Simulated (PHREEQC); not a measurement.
A solution holds 0.0064 mol Zn(NO3)2, 0.11 mol Al2(SO4)3 and 0.29 mol KCl per kg of water, at 80 °C. Closed to the air; pH follows from the charge balance.

Equilibrium calculation in PHREEQC: ion-association model, wateq4f.dat.

No solid was allowed to form.

Task: Order these Al species by the share of Al that they hold, largest first: Al(SO4)2-, AlSO4+, AlOH+2, Al+3, Al(OH)2+.

Result: AlSO4+ (64 %), Al(SO4)2- (22 %), Al+3 (12 %), AlOH+2 (1.7 %), Al(OH)2+ (0.18 %)

The pH is 3.20 and the ionic strength 0.638 mol/kgw. Examples of supersaturated solids here: Boehmite (slow to form), Gibbsite (slow to form). Others may be too. Species that the database lacks are ignored. Constants without temperature data keep their 25 °C values here.
